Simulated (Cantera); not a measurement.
Mixture: H2 : O2 : N2 = 1 : 0.294 : 1.11 (molar parts), equivalence ratio 1.7, at 750 Torr, adiabatic and at constant volume. Ignition delay is the time to a rise of 400 K.

Detailed kinetics in Cantera: the H2/O2 subset of GRI-Mech 3.0, which has no nitrogen chemistry. Where the delays flatten at high temperature, the 400 K rule measures the pace of heat release, not the induction time.

Question: What does this change do: pressure from 750 Torr to 7500 Torr?

Answer: 
```json
[
 {"quantity": "delay at 1048 K", "before": "0.159 ms", "after": "2.19 ms"},
 {"quantity": "delay at 1198 K", "before": "48.7 µs", "after": "61.9 µs"},
 {"quantity": "delay at 1348 K", "before": "24.5 µs", "after": "3.37 µs"},
 {"quantity": "delay at 1498 K", "before": "15.7 µs", "after": "1.48 µs"},
 {"quantity": "delay at 1648 K", "before": "12.2 µs", "after": "0.900 µs"}
]
```
The hydrogen kinetics of GRI-Mech 3.0 are dated; newer H2 mechanisms differ, most at raised pressure.
